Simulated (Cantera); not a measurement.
## Equilibrium for boron, boron nitride and boron oxide: B2H6 + NH3 + N2 + H2

Input: 1 mol B2H6, 5.3 mol NH3, 160 mol N2, 4.1 mol H2, equilibrated at 2248 K and 0.00580 bar.

These are equilibrium values from Cantera (NASA tables, ideal gas, pure condensed phases), not measurements of a reactor. Candidate condensed phases: B, BN; 15 gas species. The feed counts by its element totals alone. The tables' values for BH2 are old estimates; treat these amounts as uncertain. Rates play no part.

The x(N2) is 0.902 and the x(H2) is 0.0710. The x(H) comes out as 0.0257, the x(B) is 0.000698 and the x(BH2) is 9.13e-5. The x(BN) is 3.10e-5, the x(BH) comes out as 1.44e-5 and the n(BN(s)) is 1.85 mol. The gas amount is 179.2 mol and the log10 activity of B(s) (absent) is -0.11.
